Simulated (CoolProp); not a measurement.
Nitrous oxide along the isotherm 356.5 K: Z from the reference equation and from simpler models built on Tc = 309.5 K, pc = 7.245 MPa, ω = 0.161; each cubic takes its own stable root.

Computed with CoolProp (reference Helmholtz-energy equation of state, Lemmon 2006). It is a short technical equation, of lower accuracy than the large ones.

| p (MPa) | phase | reference |
|---|---|---|
| 0.158 | gas | 0.9952 |
| 0.3 | gas | 0.9909 |
| 0.568 | gas | 0.9827 |
| 1.08 | gas | 0.9669 |
| 2.04 | gas | 0.9366 |
| 3.87 | gas | 0.8764 |
| 7.34 | supercritical | 0.7508 |
| 13.9 | supercritical | 0.5087 |
| 26.4 | supercritical | 0.5557 |
| 50 | supercritical | 0.8631 |

How far does each simpler model (van der Waals, Redlich-Kwong) lie from the reference over these 10 states: mean and median of the absolute difference, and the worst?


- van der Waals: mean 5.6 %, median 0.1 %, worst +28.4 % at 356.5 K and 50 MPa
- Redlich-Kwong: mean 1.5 %, median 0.3 %, worst +7.1 % at 356.5 K and 26.4 MPa
